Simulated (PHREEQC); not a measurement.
# Spent oxide etchant (model solution)

Dissolve 36 mmol/kgw HF, 160 mmol/kgw (NH4)2SiF6 and 70 mmol/kgw H3AsO4 at 60 °C. Closed to the air; pH follows from the charge balance.

All values are PHREEQC results (ion-association model, wateq4f.dat), not measurements.

No solid was allowed to form.

### Question
Predict the pH.

### Answer
pH 1.81.

### Question
In which forms is As present?

### Answer
H3AsO4 73 %, H2AsO4- 27 % of the As.

Constants without temperature data keep their 25 °C values here. SiF6-2 is the database's only silicon fluoride.
